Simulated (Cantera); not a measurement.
An adiabatic, constant-volume homogeneous reactor starts with CH4 : O2 : N2 = 1 : 3.03 : 11.4 (molar parts), at 1700 K and 1050 Torr. Integrator tolerance rtol = 1e-08.

Model: GRI-Mech 3.0 (53 species, 325 reactions), integrated in Cantera.

```json
[
 {"quantity": "time of steepest temperature rise", "before": "0.147 ms", "after": "54.1 µs"},
 {"quantity": "temperature at 0.100 s", "before": "2828 K", "after": "2911 K"},
 {"quantity": "equilibrium temperature", "before": "2828 K", "after": "2911 K"},
 {"quantity": "x(CH4) at 0.100 s", "before": "<1e-12 (gas-phase equilibrium <1e-12)", "after": "<1e-12 (gas-phase equilibrium <1e-12)"},
 {"quantity": "x(O2) at 0.100 s", "before": "0.0595 (gas-phase equilibrium 0.0595)", "after": "0.0578 (gas-phase equilibrium 0.0578)"},
 {"quantity": "x(H2O2) at 0.100 s", "before": "5.26e-7 (gas-phase equilibrium 5.26e-7)", "after": "1.13e-6 (gas-phase equilibrium 1.13e-6)"},
 {"quantity": "x(C2H6) at 0.100 s", "before": "<1e-12 (gas-phase equilibrium <1e-12)", "after": "<1e-12 (gas-phase equilibrium <1e-12)"},
 {"quantity": "x(CH2) at 0.100 s", "before": "<1e-12 (gas-phase equilibrium <1e-12)", "after": "<1e-12 (gas-phase equilibrium <1e-12)"}
]
```

Problem. Which change was made?
A) pressure from 1050 Torr to 750 Torr
B) O2 3.03 to 1.9 parts
C) initial temperature 1700 to 1473 K
D) pressure from 1050 Torr to 3450 Torr

Solution. D, pressure from 1050 Torr to 3450 Torr
